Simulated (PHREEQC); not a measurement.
Dissolve 61 mmol/kgw Zn(NO3)2 at 25 °C. Closed to the air; pH follows from the charge balance.

All values are PHREEQC results (ion-association model, phreeqc.dat), not measurements.

### Question
The ionic strength comes out as 0.183 mol/kgw. What activity coefficients do H+, NO3-, ZnOH+, Zn+2 get?

### Answer
H+ 0.80, NO3- 0.70, ZnOH+ 0.75, Zn+2 0.31.

No solid was allowed to form. Complexes and solids missing from the database can't appear.
